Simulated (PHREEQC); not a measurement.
Make-up at 18 °C: 2 mmol/kgw CuCl2, 0.29 mmol/kgw H2SO4 and 2.5 mmol/kgw NaCl. Closed to the air; pH follows from the charge balance.

The numbers come from PHREEQC with the ion-association model, phreeqc.dat.

```json
[
 {"quantity": "pH", "before": "3.28", "after": "4.25"},
 {"quantity": "SO4-2 (mol/kgw)", "before": "0.000238", "after": "2.80e-5"},
 {"quantity": "CuSO4 (mol/kgw)", "before": "4.20e-5", "after": "8.28e-7"},
 {"quantity": "CuCl+ (mol/kgw)", "before": "1.64e-5", "after": "2.14e-7"},
 {"quantity": "HSO4- (mol/kgw)", "before": "7.87e-6", "after": "1.19e-7"},
 {"quantity": "NaSO4- (mol/kgw)", "before": "1.94e-6", "after": "2.93e-8"},
 {"quantity": "SI of Halite (NaCl)", "before": "-6.44", "after": "-8.38"}
]
```

**Question.** What was changed between the two runs?
A) temperature from 18 to 60 °C
B) diluted 10-fold with water
C) CuCl2 from 0.002 to 0.0018 mol/kgw
D) diluted 5-fold with water
E) 3e-05 mol/kgw CO2 added

**Answer.** B, diluted 10-fold with water

No solid was allowed to form.
